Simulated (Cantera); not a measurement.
A perfectly stirred reactor is fed with 27.8 % CH4, 72.2 % CO2, at 91000 Pa; it is held at 1750 K, and followed from long to short residence time.

Cantera simulation using GRI-Mech 3.0 (53 species, 325 reactions); the numbers are that mechanism's predictions, not measurements.

x: mole fraction; the columns are a selection and need not sum to one.

| τ (s) | x CH4 | x CO2 | x CH2 | x HCO | x OH |
|---|---|---|---|---|---|
| 0.69 | 0.0125 | 0.166 | 1.22e-7 | 3.18e-8 | 6.49e-6 |
| 0.29 | ? | ? | ? | 3.17e-8 | ? |
| 0.12 | 0.0269 | 0.250 | 3.32e-7 | 3.43e-8 | 8.00e-6 |
| 0.050 | ? | ? | ? | ? | 7.94e-6 |
| 0.021 | 0.0681 | 0.407 | 5.08e-7 | 5.09e-8 | 6.55e-6 |
| 0.0088 | 0.111 | 0.512 | 4.94e-7 | 6.37e-8 | 4.35e-6 |
| 0.0037 | 0.162 | 0.606 | 4.93e-7 | 7.92e-8 | 2.53e-6 |

Problem. What belongs in the gaps?

Solution. 
- 0.29, x CH4: 0.0183
- 0.29, x CO2: 0.200
- 0.29, x CH2: 2.09e-7
- 0.29, x OH: 7.29e-6
- 0.050, x CH4: 0.0415
- 0.050, x CO2: 0.318
- 0.050, x CH2: 4.55e-7
- 0.050, x HCO: 4.09e-8
